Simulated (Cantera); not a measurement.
## Equilibrium for hydrogen reduction and annealing atmospheres: Nb2O5 + H2 + H2O

Charge: 1 mol Nb2O5, a varied amount of H2, 0.25 mol H2O, at 1.33 mbar.

Method: chemical equilibrium by Gibbs-energy minimisation in Cantera with the NASA 1993 tables (ideal gas, pure condensed phases). Candidate condensed phases: H2O, Nb, NbO, NbO2, Nb2O5; 12 gas species. Mutual solubility and eutectic melting of coexisting phases are not modelled. NbO: taken at fixed stoichiometry. Condensed phases not in the tables: the oxides between NbO2 and Nb2O5. Rates play no part.

Stable condensed phases:

```
T in K \ n(H2) in mol
          4.9   11   25   56  130  280  640 1400
   1825     A    B    B    B    B    C    D    D
   1775     A    B    B    B    B    C    D    D
   1725     A    B    B    B    B    B    C    D
   1675     A    B    B    B    B    B    C    D
   1625     A    B    B    B    B    B    C    D
   1575     A    B    B    B    B    B    C    C
   1525     A    A    B    B    B    B    B    C
   1475     A    A    B    B    B    B    B    C
   1425     A    A    B    B    B    B    B    C
   1375     A    A    B    B    B    B    B    B
   1325     E    A    A    B    B    B    B    B
   1275     E    A    A    B    B    B    B    B
   1225     E    A    A    B    B    B    B    B
```

A: NbO2 + Nb2O5; B: NbO2; C: NbO + NbO2; D: NbO; E: Nb2O5.
